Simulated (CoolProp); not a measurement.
Vapour-liquid equilibrium of cyclohexane (1) + n-heptane (2) at 161.85 °C; x and y are mole fractions of (1).

The numbers come from the multi-fluid Helmholtz-energy mixture model, Zhou 2014 and Span 2003; pair parameters Bell 2016 in CoolProp.

```csv
x,bubble pressure (bar),y at the bubble point,dew pressure at overall composition x (bar),liquid density (mol/L)
0.05,4.906,0.067,4.877,5.538
0.15,5.127,0.195,5.047,5.695
0.25,5.349,0.314,5.227,5.860
0.35,5.571,0.425,5.419,6.036
0.45,5.792,0.528,5.624,6.221
0.55,6.010,0.625,5.840,6.418
0.65,6.227,0.716,6.070,6.628
0.75,6.441,0.802,6.311,6.851
0.85,6.652,0.883,6.564,7.089
0.95,6.860,0.962,6.828,7.343
```

No azeotrope shows between x = 0.05 and 0.95.

The pair parameters rest on a limited set of measurements; away from them the model extrapolates.
